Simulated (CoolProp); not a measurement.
Vapour-liquid equilibrium of n-hexane (1) + cyclohexane (2) at 139.35 °C; x and y are mole fractions of (1).

Computed with CoolProp (multi-fluid Helmholtz-energy mixture model, Thol 2019 and Zhou 2014; pair parameters Bell 2016).

| x | bubble pressure, mixture model (MPa) | bubble pressure, Raoult's law (MPa) | y, mixture model | y, Raoult's law |
|---|---|---|---|---|
| 0.05 | 0.4544 | 0.4524 | 0.069 | 0.067 |
| 0.2 | 0.4832 | 0.4770 | 0.254 | 0.255 |
| 0.35 | 0.5095 | 0.5017 | 0.417 | 0.425 |
| 0.5 | 0.5341 | 0.5263 | 0.565 | 0.578 |
| 0.65 | 0.5573 | 0.5509 | 0.703 | 0.718 |
| 0.8 | 0.5796 | 0.5756 | 0.834 | 0.846 |
| 0.95 | 0.6013 | 0.6002 | 0.959 | 0.963 |

The largest gap from Raoult's law is +1.6 % in bubble pressure, at x = 0.35. No azeotrope shows between x = 0.05 and 0.95.

The pair parameters rest on a limited set of measurements; away from them the model extrapolates.
